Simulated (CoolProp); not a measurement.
C2F6 (R116) along the isobar 10.8 MPa: Z from the reference equation and from simpler models built on Tc = 293.0 K, pc = 3.048 MPa, ω = 0.257; each cubic takes its own stable root.

Computed with CoolProp (reference Helmholtz-energy equation of state, Lemmon 2006). It is a short technical equation, of lower accuracy than the large ones.

```json
[
 {"T (K)": "185.9", "phase": "liquid", "reference": "0.5724"},
 {"T (K)": "202.8", "phase": "liquid", "reference": "0.5457"},
 {"T (K)": "219.7", "phase": "liquid", "reference": "0.5255"},
 {"T (K)": "236.6", "phase": "liquid", "reference": "0.5113"},
 {"T (K)": "253.5", "phase": "liquid", "reference": "0.5028"},
 {"T (K)": "270.4", "phase": "liquid", "reference": "0.5003"},
 {"T (K)": "287.3", "phase": "liquid", "reference": "0.5046"},
 {"T (K)": "304.2", "phase": "supercritical", "reference": "0.5170"},
 {"T (K)": "321.1", "phase": "supercritical", "reference": "0.5398"},
 {"T (K)": "338", "phase": "supercritical", "reference": "0.5745"},
 {"T (K)": "354.9", "phase": "supercritical", "reference": "0.6210"},
 {"T (K)": "371.8", "phase": "supercritical", "reference": "0.6747"},
 {"T (K)": "388.8", "phase": "supercritical", "reference": "0.7294"},
 {"T (K)": "405.7", "phase": "supercritical", "reference": "0.7794"}
]
```

Task: How far does each simpler model (van der Waals, Redlich-Kwong, Soave-Redlich-Kwong, Peng-Robinson) lie from the reference over these 14 states: mean and median of the absolute difference, and the worst?

Result: 
- van der Waals: mean 28.8 %, median 32.6 %, worst +51.3 % at 185.9 K and 10.8 MPa
- Redlich-Kwong: mean 4.9 %, median 6.0 %, worst -6.3 % at 405.7 K and 10.8 MPa
- Soave-Redlich-Kwong: mean 5.8 %, median 5.8 %, worst +8.8 % at 354.9 K and 10.8 MPa
- Peng-Robinson: mean 4.3 %, median 4.6 %, worst -8.2 % at 219.7 K and 10.8 MPa
